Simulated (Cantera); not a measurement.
A closed system holds: 1 mol C3H6, 1.7 mol H2, held at 2750 K.

Method: chemical equilibrium by Gibbs-energy minimisation in Cantera with the NASA 1993 tables (ideal gas, pure condensed phases). Candidate condensed phases: C, C6H6, C7H8, C8H18; 76 gas species. The ideal-gas law is rough above about 30 bar. Kinetics and transport are ignored.

**Question.** What share of the C ends up in condensed phases as a function of P (Pa), at 10, 100, 1000, 10000, 100000, 1000000, 10000000?

**Answer.** 
```json
[
 {"P (Pa)": "10", "C condensed (%)": "0.0", "as": "-"},
 {"P (Pa)": "100", "C condensed (%)": "79.9", "as": "C(graphite)"},
 {"P (Pa)": "1000", "C condensed (%)": "92.2", "as": "C(graphite)"},
 {"P (Pa)": "10000", "C condensed (%)": "91.8", "as": "C(graphite)"},
 {"P (Pa)": "100000", "C condensed (%)": "91.4", "as": "C(graphite)"},
 {"P (Pa)": "1000000", "C condensed (%)": "91.0", "as": "C(graphite)"},
 {"P (Pa)": "10000000", "C condensed (%)": "89.4", "as": "C(graphite)"}
]
```
